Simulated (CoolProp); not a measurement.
Aqueous ethanol as a coolant, 10 % by mass, freezing at -4.4 °C, 1 atm.

Model: Melinder's fits for secondary coolants, in CoolProp.

```csv
T (°C),conductivity (W/(m K)),density (kg/m³),cp (kJ/(kg K)),viscosity (mPa s)
-1.9,0.500,985.0,4.411,3.65
3.2,0.507,984.8,4.386,2.86
8.3,…,984.3,4.359,2.30
13.4,0.520,…,4.333,1.90
18.6,0.527,982.2,4.309,1.60
23.7,0.533,980.8,4.289,…
28.8,0.539,979.1,4.275,1.19
33.9,0.546,…,4.267,1.04
39.1,0.552,975.1,4.268,…
```

Fill in the missing entries.


- 8.3, conductivity (W/(m K)): 0.514
- 13.4, density (kg/m³): 983.4
- 23.7, viscosity (mPa s): 1.37
- 33.9, density (kg/m³): 977.2
- 39.1, viscosity (mPa s): 0.913
